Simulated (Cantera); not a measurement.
A freely propagating, adiabatic, planar premixed flame of CH4 : C2H6 : O2 : N2 : CO2 = 1 : 0.074 : 2.43 : 9.13 : 0.41 (molar parts), equivalence ratio 0.93, unburnt at 600 K and 1.00 bar; mixture-averaged transport, grid criteria slope 0.08 and curve 0.16, no radiation.

Cantera simulation using GRI-Mech 3.0 (53 species, 325 reactions); the numbers are that mechanism's predictions, not measurements. Burning velocities carry a grid error of a few per cent, more on coarse grids.

**Question.** Predict: laminar burning velocity; thermal thickness; peak x(O); peak x(HCN); peak x(CH2).

**Answer.** laminar burning velocity: 105 cm/s
thermal thickness: 0.376 mm
peak x(O): 0.00451
peak x(HCN): 2.13e-6
peak x(CH2): 4.45e-5
